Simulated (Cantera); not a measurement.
Input: 1 mol Ti, 12 mol H₂O, 1.2 mol H₂, at 2175 K and 10.0 Pa.

Cantera equilibrium calculation (NASA polynomials, part measured and part estimated; ideal gas, pure solids and liquids). Equilibrium is a limit: real reactors are often held back by kinetics, nucleation or transport.

```csv
species,before,after
H₂,0.209,0.597
H,0.223,0.377
H₂O,0.397,0.0212
O₂,0.0343,1.20e-5
O,0.0427,0.000797
OH,0.0570,0.00180
TiO₂,0.0373,0.00140
TiO,0.000447,0.000896
"TiO₂(l), mol",0.331,0
```
Gas species are given as mole fractions.

**Question.** Which change was made?
(A) pressure from 10.0 Pa to 12000 Pa
(B) temperature from 2175 K to 1248.15 K
(C) pressure from 10.0 Pa to 133 Pa
(D) H₂ from 1.2 to 340 mol

**Answer.** D, H₂ from 1.2 to 340 mol
